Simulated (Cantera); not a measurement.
A perfectly stirred reactor is fed with C2H6 : N2 = 1 : 180 (molar parts), at 37.5 Torr; it is held at 1800 K, and followed from long to short residence time.

Computed with Cantera and GRI-Mech 3.0 (53 species, 325 reactions). GRI-Mech 3.0 stops at C3 and has no aromatics, soot or wall deposition, so with more carbon than oxygen in the feed, carbon stays in small species such as C2H2 where larger ones or solid carbon would form.

### Question
Predict: x(C2H6) at τ = 0.520 s; x(CH4) at τ = 0.520 s; x(H) at τ = 0.520 s; x(C2H4) at τ = 0.520 s; x(H2) at τ = 0.520 s; x(C2H6) at τ = 7.80 ms; x(CH4) at τ = 7.80 ms; x(H) at τ = 7.80 ms; x(C2H4) at τ = 7.80 ms; x(H2) at τ = 7.80 ms.

### Answer
* **x(C2H6) at τ = 0.520 s**: 1.66e-6
* **x(CH4) at τ = 0.520 s**: 0.000219
* **x(H) at τ = 0.520 s**: 0.000241
* **x(C2H4) at τ = 0.520 s**: 1.24e-5
* **x(H2) at τ = 0.520 s**: 0.0104
* **x(C2H6) at τ = 7.80 ms**: 9.03e-5
* **x(CH4) at τ = 7.80 ms**: 0.000686
* **x(H) at τ = 7.80 ms**: 0.000426
* **x(C2H4) at τ = 7.80 ms**: 0.000411
* **x(H2) at τ = 7.80 ms**: 0.00829
